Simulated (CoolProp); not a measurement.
The numbers come from the reference Helmholtz-energy equation of state, Gao 2022 in CoolProp.

Give the vapour pressure (MPa), liquid density (kg/m³), vapour density (kg/m³), liquid cp (kJ/(kg K)) of saturated n-perfluorohexane at 291.8, 311.1 K.


```csv
T (K),p (MPa),liquid density (kg/m³),vapour density (kg/m³),liquid cp (kJ/(kg K))
291.8,0.0221,1690,3.14,1.04
311.1,0.0503,1640,6.83,1.07
```
